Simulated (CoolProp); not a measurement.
Properties of R245fa at several states.

Values from CoolProp's reference Helmholtz-energy equation of state, Akasaka 2015.

| T (K) | p (MPa) | phase | Z | cp (kJ/(kg K)) | cv (kJ/(kg K)) | isothermal compressibility (1/MPa) |
|---|---|---|---|---|---|---|
| 423.5 | 2.32 | gas | 0.7223 | [?] | 1.103 | 0.6600 |
| 255.4 | 2.12 | liquid | 0.09216 | 1.225 | 0.8603 | [?] |
| 434.1 | 3.54 | gas | [?] | [?] | [?] | [?] |
| 401.9 | 0.072 | gas | 0.9918 | [?] | [?] | 14.00 |

Q: Fill in the missing entries.

A: 
- 423.5, cp (kJ/(kg K)): 1.412
- 255.4, isothermal compressibility (1/MPa): 0.001325
- 434.1, Z: 0.5454
- 434.1, cp (kJ/(kg K)): 2.231
- 434.1, cv (kJ/(kg K)): 1.185
- 434.1, isothermal compressibility (1/MPa): 0.7381
- 401.9, cp (kJ/(kg K)): 1.046
- 401.9, cv (kJ/(kg K)): 0.9814
